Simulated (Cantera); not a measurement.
Input: 1 mol Hg, 0.74 mol N2, at 648 K and 130 Pa.

Cantera equilibrium calculation (NASA polynomials, part measured and part estimated; ideal gas, pure solids and liquids). Candidate condensed phases: Hg; 3 gas species. Rates play no part.

Base state: Hg 0.575, N2 0.425 (mole fractions); condensed: gas only.

### Question
What changes in the equilibrium state with this change: Hg replaced by PbO?

### Answer
```tsv
species	before	after
N2	0.425	1.00
Hg	0.575	0
PbO(red), mol	0	1.00
```
Further candidate phases: Pb, PbO, PbO2, Pb3O4.
